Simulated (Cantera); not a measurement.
Input: 1 mol Si₃N₄, 91 mol H₂, 0.66 mol N₂, 1.9 mol H₂O, at 10.0 Torr.

Cantera equilibrium calculation (NASA polynomials, part measured and part estimated; ideal gas, pure solids and liquids). Candidate condensed phases: H₂O, Si, SiO₂, Si₂N₂O, Si₃N₄; 35 gas species. Rates play no part. All values below are at 1650 K.

Base state: H₂ 0.974, N₂ 0.0164, SiO 0.00842, H 0.000777, Si 1.33e-5 (mole fractions); condensed: Si₂N₂O(s).

Task: What changes in the equilibrium state with this change: pressure from 10.0 Torr to 7.50 Torr?

Result: 
```csv
species,before,after
H₂,0.974,0.972
N₂,0.0164,0.0173
SiO,0.00842,0.00939
Si,1.33e-5,2.68e-5
H,0.000777,0.000896
"Si₂N₂O(s), mol",1.10,1.00
"Si(s), mol",0,0.0925
```
Mutual solubility and eutectic melting of coexisting phases are not modelled.

Task: What changes in the equilibrium state with this change: pressure from 10.0 Torr to 3.00 Torr?

Result: 
| species | before | after |
|---|---|---|
| H₂ | 0.974 | 0.952 |
| N₂ | 0.0164 | 0.0273 |
| SiO | 0.00842 | 0.0195 |
| Si | 1.33e-5 | 6.70e-5 |
| H | 0.000777 | 0.00140 |
| Si₂N₂O(s), mol | 1.10 | 0 |
| Si(s), mol | 0 | 1.09 |
